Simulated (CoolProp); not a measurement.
Vapour pressure (bar) of R365MFC: the reference equation beside estimates from Tc = 460.0 K, pc = 32.66 bar, ω = 0.377.

Computed with CoolProp (reference Helmholtz-energy equation of state, Lemmon 2016).

```json
[
 {"T (K)": "308.5", "reference": "0.8486", "Lee-Kesler": "0.8414", "van der Waals": "5.243", "Redlich-Kwong": "1.968", "Soave-Redlich-Kwong": "0.8417"},
 {"T (K)": "313", "reference": "1.001", "Lee-Kesler": "0.9955", "van der Waals": "5.657", "Redlich-Kwong": "2.238", "Soave-Redlich-Kwong": "0.9952"},
 {"T (K)": "317.4", "reference": "1.170", "Lee-Kesler": "1.167", "van der Waals": "6.082", "Redlich-Kwong": "2.526", "Soave-Redlich-Kwong": "1.166"},
 {"T (K)": "321.9", "reference": "1.365", "Lee-Kesler": "1.365", "van der Waals": "6.537", "Redlich-Kwong": "2.849", "Soave-Redlich-Kwong": "1.364"},
 {"T (K)": "326.4", "reference": "1.585", "Lee-Kesler": "1.589", "van der Waals": "7.014", "Redlich-Kwong": "3.199", "Soave-Redlich-Kwong": "1.587"},
 {"T (K)": "330.9", "reference": "1.832", "Lee-Kesler": "1.840", "van der Waals": "7.514", "Redlich-Kwong": "3.580", "Soave-Redlich-Kwong": "1.838"},
 {"T (K)": "335.4", "reference": "2.107", "Lee-Kesler": "2.120", "van der Waals": "8.036", "Redlich-Kwong": "3.992", "Soave-Redlich-Kwong": "2.119"},
 {"T (K)": "339.9", "reference": "2.413", "Lee-Kesler": "2.433", "van der Waals": "8.580", "Redlich-Kwong": "4.437", "Soave-Redlich-Kwong": "2.432"},
 {"T (K)": "344.3", "reference": "2.745", "Lee-Kesler": "2.771", "van der Waals": "9.136", "Redlich-Kwong": "4.904", "Soave-Redlich-Kwong": "2.772"},
 {"T (K)": "348.8", "reference": "3.120", "Lee-Kesler": "3.153", "van der Waals": "9.727", "Redlich-Kwong": "5.417", "Soave-Redlich-Kwong": "3.156"},
 {"T (K)": "353.3", "reference": "3.532", "Lee-Kesler": "3.573", "van der Waals": "10.34", "Redlich-Kwong": "5.967", "Soave-Redlich-Kwong": "3.580"},
 {"T (K)": "357.8", "reference": "3.986", "Lee-Kesler": "4.035", "van der Waals": "10.98", "Redlich-Kwong": "6.555", "Soave-Redlich-Kwong": "4.046"},
 {"T (K)": "362.3", "reference": "4.482", "Lee-Kesler": "4.541", "van der Waals": "11.64", "Redlich-Kwong": "7.181", "Soave-Redlich-Kwong": "4.557"},
 {"T (K)": "366.8", "reference": "5.023", "Lee-Kesler": "5.092", "van der Waals": "12.33", "Redlich-Kwong": "7.848", "Soave-Redlich-Kwong": "5.116"}
]
```

Absolute difference from the reference over all 14 rows, mean and median: Lee-Kesler 0.8 and 0.8 %, van der Waals 292.1 and 268.5 %, Redlich-Kwong 89.5 and 86.7 %, Soave-Redlich-Kwong 0.9 and 0.8 %.
